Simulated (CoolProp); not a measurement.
A Linde-Hampson liquefier for ethane: isothermal reversible compression at 320 K from 1 atm to 10 MPa, throttling to 1 atm, return gas leaving the recuperator 10 K below the feed. Each further row changes one setting.

Computed with CoolProp (reference Helmholtz-energy equation of state, Bücker 2006).

```csv
case,liquid yield per pass,compression work (kJ/kg of gas)
as stated,[?],338
high pressure 20 MPa,[?],366
warm-end temperature 350 K,[?],395
warm-end gap 15 K,0.410,338
```

Question: Some entries are withheld; supply them.

Answer: 
- as stated, liquid yield per pass: 0.418
- high pressure 20 MPa, liquid yield per pass: 0.451
- warm-end temperature 350 K, liquid yield per pass: 0.270
